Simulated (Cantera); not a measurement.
A closed system holds: 1 mol V₂O₅, 0.6 mol H₂, held at 750 Torr.

These are equilibrium values from Cantera (NASA tables, ideal gas, pure condensed phases), not measurements of a reactor. Candidate condensed phases: H₂O, V, VO, V₂O₃, V₂O₄, V₂O₅; 12 gas species. Mutual solubility and eutectic melting of coexisting phases are not modelled. Condensed phases not in the tables: the oxides between V₂O₃ and V₂O₅ other than VO₂. Gases not in the tables: V₄O₁₀. The numbers say what is thermodynamically allowed, not how fast it happens.

At 1448 K, list the 3 most abundant gas species with their mole fractions, and the condensed phases.

H₂O 0.978, O₂ 0.0220, OH 8.71e-5. Condensed: V₂O₄(s) + V₂O₅(l).
